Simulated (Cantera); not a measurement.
A perfectly stirred reactor is fed with CH4 : C2H6 : O2 : N2 : H2O = 1 : 0.71 : 2.99 : 11.2 : 0.04 (molar parts), at 220000 Pa; it is adiabatic with a 325 K inlet, and is followed from long to short residence time, starting on the burning branch (τ in s: 0.033, 0.013, 0.0053, 0.0021, 0.00085, 0.00034, 0.00014, 5.5e-05, 2.2e-05).

Model: GRI-Mech 3.0 (53 species, 325 reactions), integrated in Cantera.

One state of this run: T (K) = 1933; x CH4 = 0.00366; x C2H6 = 4.88e-5; x O2 = 0.00341; x NO = 2.66e-5; x HCO = 7.91e-7. x: mole fraction; the columns are a selection and need not sum to one.

Task: Which value of τ (s) does it belong to?
A) 0.0021
B) 0.0053
C) 0.00014
D) 0.00085

Result: A, 0.0021
